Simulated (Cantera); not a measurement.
Cantera run:

```python
import numpy as np
import cantera as ct

gas_names = [...]  # 103 gases of nasa_gas.yaml made of C, Cl, H
cond_names = """
    C(gr) C6H6(L) C7H8(L) C8H18(L),n-octa
""".split()


# ... load() reads the species with a 1 bar reference pressure and builds the phases ...
atoms = {
    'CCl4': {'C': 1, 'CL': 4},
    'H2': {'H': 2},
}
top_T = {'C(gr)': 4500}  # K; cautious upper limits of use, not melting points


# ... equilibrate(T, P, feed) seeds the gas with the atoms and calls Mixture.equilibrate('TP', solver="vcs", rtol=1e-11, max_steps=5000) ...
results = []
feed = {'CCl4': 1, 'H2': 1.1}  # mol
P = 3900  # Pa
for T in [2000, 2500, 3000, 3500, 4000, 4500, 5000]:
    mix = equilibrate(T, P, feed)
    results.append((T, P, feed, dict(zip(mix.species_names, mix.species_moles))))

top = {s: max(r[3][s] / sum(r[3][g] for g in gas_names) for r in results) for s in gas_names}
cols = sorted((s for s in top if top[s] > 1e-05), key=lambda s: -top[s])[:9]
seen = [c for c in cond_names if any(r[3].get(c, 0) > 1e-12 for r in results)]
print("log10 of partial pressures in bar; condensed amounts in mol")
print(f"{'T/K':>10s}" + "".join(f"{s[:9]:>10s}" for s in cols + seen))
for T, P, feed, n in results:
    ng = sum(n[g] for g in gas_names)
    print(f"{T:10.4g}" + "".join(f"{np.log10(max(n[s] / ng * P / 1e5, 1e-99)):10.3f}" for s in cols)
          + "".join(f"{n.get(c, 0):10.4g}" for c in seen))
```

Output:

```
log10 of partial pressures in bar; condensed amounts in mol
       T/K        CL       HCL         H         C        H2        C3       CL2        C2       C2H     C(gr)
      2000    -1.776    -1.663    -5.593   -10.517    -5.608   -10.557    -3.288   -11.630   -10.435    0.9999
      2500    -1.736    -1.704    -3.317    -6.779    -3.436    -6.304    -4.542    -7.339    -6.427    0.9983
      3000    -1.638    -2.094    -2.226    -4.295    -2.848    -3.506    -5.238    -4.499    -4.197     0.817
      3500    -1.635    -2.942    -1.944    -2.977    -3.430    -2.885    -5.870    -3.385    -4.014         0
      4000    -1.655    -3.796    -1.922    -2.397    -4.249    -3.648    -6.390    -3.368    -4.884         0
      4500    -1.663    -4.473    -1.924    -2.282    -4.926    -5.251    -6.777    -4.027    -6.253         0
      5000    -1.664    -5.010    -1.924    -2.269    -5.465    -6.774    -7.074    -4.715    -7.508         0
```

Cantera equilibrium calculation (NASA polynomials, part measured and part estimated; ideal gas, pure solids and liquids). The tables' values for CCl are old estimates; treat these amounts as uncertain.
